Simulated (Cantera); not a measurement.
Reactions in the system Ca-O-S

Standard-state values (1 bar) from the NASA 1993 polynomials, evaluated with Cantera. Values are per mole of reaction as written; species without (g) are pure solids or liquids, kept so even where they would boil at 1 bar.

2 CaS + O₂(g) ⇌ 2 S + 2 CaO

```tsv
T (K)	ΔH° (kJ)	ΔS° (J/K)	ΔG° (kJ)	log10 K
475	-315.1	-156.0	-241.0	26.50
575	-310.5	-147.3	-225.9	20.52
675	-307.1	-141.7	-211.4	16.36
775	-304.5	-138.1	-197.4	13.31
875	-301.6	-134.6	-183.8	10.97
975	-298.3	-131.1	-170.5	9.14
1075	-295.6	-128.4	-157.6	7.66
```

3 CaO + 3 SO₃(g) ⇌ 3 CaS + 4 O₃(g)

```tsv
T (K)	ΔH° (kJ)	ΔS° (J/K)	ΔG° (kJ)	log10 K
475	2242.2	246.7	2125.0	-233.68
575	2242.7	247.6	2100.3	-190.79
675	2242.9	248.0	2075.5	-160.61
775	2242.9	248.0	2050.7	-138.22
875	2242.8	247.9	2025.9	-120.94
975	2242.5	247.6	2001.2	-107.21
1075	2242.1	247.2	1976.4	-96.03
```
